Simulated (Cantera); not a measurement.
Cantera run, input and output.

```python
import numpy as np
import cantera as ct

gas = ct.Solution("gri30.yaml", transport_model="mixture-averaged")
show = ['CH4', 'C2H2', 'NO']

rows = []
print(f"{'T/K':>7s}{'rho':>11s}{'cp':>10s}{'mu':>11s}{'lambda':>11s}{'Pr':>7s}" + "".join(f"{'D_' + s:>11s}" for s in show))
for T in [400, 650, 900, 1150, 1400, 1650, 1900, 2150, 2400]:
    gas.TPX = T, 5200, {'O2': 0.7}
    Pr = gas.cp_mass * gas.viscosity / gas.thermal_conductivity
    D = [gas.mix_diff_coeffs_mole[gas.species_index(s)] for s in show]
    rows.append([gas.density, gas.cp_mass, gas.viscosity, gas.thermal_conductivity, Pr, *D])
    print(f"{T:7g}{gas.density:11.4e}{gas.cp_mass:10.1f}{gas.viscosity:11.4e}"
          f"{gas.thermal_conductivity:11.4e}{Pr:7.3f}" + "".join(f"{d:11.4e}" for d in D))
print("SI units: kg/m3, J/kg/K, Pa s, W/m/K, m2/s")
```

It prints:

```
    T/K        rho        cp         mu     lambda     Pr      D_CH4     D_C2H2       D_NO
    400 5.0030e-02     941.4 2.5629e-05 3.3852e-02  0.713 7.3423e-04 5.4571e-04 6.6091e-04
    650 3.0788e-02    1017.4 3.5981e-05 5.1624e-02  0.709 1.6975e-03 1.2768e-03 1.5141e-03
    900 2.2236e-02    1073.7 4.4705e-05 6.7643e-02  0.710 2.9420e-03 2.2240e-03 2.6150e-03
   1150 1.7402e-02    1108.6 5.2496e-05 8.2174e-02  0.708 4.4353e-03 3.3608e-03 3.9356e-03
   1400 1.4294e-02    1134.2 5.9661e-05 9.5657e-02  0.707 6.1561e-03 4.6709e-03 5.4577e-03
   1650 1.2129e-02    1155.4 6.6364e-05 1.0843e-01  0.707 8.0893e-03 6.1423e-03 7.1682e-03
   1900 1.0533e-02    1174.1 7.2707e-05 1.2073e-01  0.707 1.0223e-02 7.7662e-03 9.0565e-03
   2150 9.3079e-03    1191.7 7.8755e-05 1.3274e-01  0.707 1.2549e-02 9.5356e-03 1.1114e-02
   2400 8.3384e-03    1209.0 8.4555e-05 1.4458e-01  0.707 1.5057e-02 1.1445e-02 1.3335e-02
SI units: kg/m3, J/kg/K, Pa s, W/m/K, m2/s
```

Cantera simulation using GRI-Mech 3.0 (53 species, 325 reactions); the numbers are that mechanism's predictions, not measurements.
